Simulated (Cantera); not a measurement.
A perfectly stirred reactor is fed with NO : N₂ = 1 : 1.6 (molar parts), at 0.0132 atm; it is held at 2123 K, and followed from long to short residence time.

Cantera simulation using GRI-Mech 3.0 (53 species, 325 reactions); the numbers are that mechanism's predictions, not measurements. Radical loss at walls, strong at low pressure, is not modelled.

Question: What does this change do: pressure from 0.0132 atm to 0.0987 atm?

Answer: 
```
quantity                 before     after
---------------------  --------  --------
x(NO) at τ = 17.0 s      0.0667    0.0347
x(N₂O) at τ = 17.0 s    1.00e-6   5.39e-7
x(N₂) at τ = 17.0 s       0.772     0.789
x(O) at τ = 17.0 s      0.00553   0.00216
x(O₂) at τ = 17.0 s       0.156     0.174
x(NO) at τ = 82.0 ms      0.382     0.368
x(N₂O) at τ = 82.0 ms   5.59e-5   5.81e-5
x(N₂) at τ = 82.0 ms      0.616     0.623
x(O) at τ = 82.0 ms    0.000622  0.000666
x(O₂) at τ = 82.0 ms   0.000751   0.00770
```

Question: What does this change do: pressure from 0.0132 atm to 0.987 atm?

Answer: 
```tsv
quantity	before	after
x(NO) at τ = 17.0 s	0.0667	0.0191
x(N₂O) at τ = 17.0 s	1.00e-6	6.76e-7
x(N₂) at τ = 17.0 s	0.772	0.798
x(O) at τ = 17.0 s	0.00553	0.000700
x(O₂) at τ = 17.0 s	0.156	0.182
x(NO) at τ = 82.0 ms	0.382	0.300
x(N₂O) at τ = 82.0 ms	5.59e-5	4.34e-5
x(N₂) at τ = 82.0 ms	0.616	0.657
x(O) at τ = 82.0 ms	0.000622	0.000364
x(O₂) at τ = 82.0 ms	0.000751	0.0419
```
